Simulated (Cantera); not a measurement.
Feed: 1 mol Ti(OiPr)₄, 3.7 mol H₂, held at 1448.15 K.

Method: chemical equilibrium by Gibbs-energy minimisation in Cantera with the NASA 1993 tables (ideal gas, pure condensed phases). Candidate condensed phases: C, C₆H₆, C₇H₈, C₈H₁₈, H₂O, Ti, TiC, TiO, TiO₂, Ti₂O₃, Ti₃O₅, Ti₄O₇; 113 gas species. The feed counts by its element totals alone. TiC: taken at fixed stoichiometry. Equilibrium is a limit: real reactors are often held back by kinetics, nucleation or transport.

Q: At 0.00100 bar, list the 3 most abundant gas species with their mole fractions, and the condensed phases.

A: H₂ 0.815, CO 0.184, H 0.000264. Condensed: C(graphite) + TiC(s).
